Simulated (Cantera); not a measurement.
A closed system holds: 1 mol C₂H₆, 4.9 mol H₂, at 1802 °C and 350000 Pa.

These are equilibrium values from Cantera (NASA tables, ideal gas, pure condensed phases), not measurements of a reactor. Candidate condensed phases: C, C₆H₆, C₇H₈, C₈H₁₈; 76 gas species. Rates play no part.

Base state: H₂ 0.996, H 0.00142, C₂H₂ (acetylene) 0.00124, CH₄ 0.00122, CH₃ 3.40e-5, C₂H₄ 1.94e-5 (mole fractions); condensed: C(graphite).

Q: What changes in the equilibrium state with this change: pressure from 350000 Pa to 110000 Pa?

A: 
```csv
species,before,after
H₂,0.996,0.996
H,0.00142,0.00253
C₂H₂ (acetylene),0.00124,0.00124
CH₄,0.00122,0.000382
C₂H₄,1.94e-5,6.09e-6
CH₃,3.40e-5,1.90e-5
"C(graphite), mol",1.97,1.98
```
